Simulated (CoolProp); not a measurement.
Vapour-liquid equilibrium of n-hexane (1) + n-decane (2) at 0.939 bar; x and y are mole fractions of (1).

The numbers come from the multi-fluid Helmholtz-energy mixture model, Thol 2019 and Lemmon 2006; pair parameters Kunz 2012 in CoolProp.

Q: Give the bubble temperature and the first vapour's composition at x = 0.05, 0.875, 0.95. Is there an azeotrope?

A: x = 0.05: 429.4 K, y = 0.350; x = 0.875: 343.8 K, y = 0.996; x = 0.95: 341.1 K, y = 0.999. No azeotrope shows between x = 0.05 and 0.95.

Pair parameters are fitted to limited data, so mixtures are less certain than the pure fluids.
